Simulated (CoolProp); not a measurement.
Values from CoolProp's reference Helmholtz-energy equation of state, McLinden 2015.

Q: For the fluoroketone C6F12O (FK-5-1-12), give the phase and the cv (kJ/(kg K)), speed of sound (m/s), Joule-Thomson coefficient (K/MPa), isothermal compressibility (1/MPa) at 391.3 K and 461 kPa.

A: 
- 391.3 K and 461 kPa: gas; cv 0.941, speed of sound 87.5, Joule-Thomson coefficient 15.5, isothermal compressibility 2.63
